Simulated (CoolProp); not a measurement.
The fluid at 293.15 K and 0.274 MPa expands adiabatically to 0.0658 MPa with isentropic efficiency 0.85. The same conditions are run with several fluids, on thermodynamics alone (safety and materials aside).

The numbers come from the reference Helmholtz-energy equation of state of each fluid (chlorine: Thol 2021; R134a: Tillner-Roth 1994; dimethyl ether: Wu 2011; ammonia: Gao 2020; propane: Lemmon 2009) in CoolProp.

### Question
Rank chlorine, R134a, dimethyl ether, ammonia, propane by work (kJ/kg), highest first.

### Answer
ammonia (145), propane (59.4), dimethyl ether (55.9), chlorine (34.5), R134a (25.7)

```csv
fluid,final temperature (K),final phase,final density (kg/m³)
chlorine,229.8,"two-phase, vapour fraction 0.975",2.55
R134a,256.2,gas,3.23
dimethyl ether,247.2,gas,1.51
ammonia,231.6,"two-phase, vapour fraction 0.981",0.606
propane,251.3,gas,1.41
```
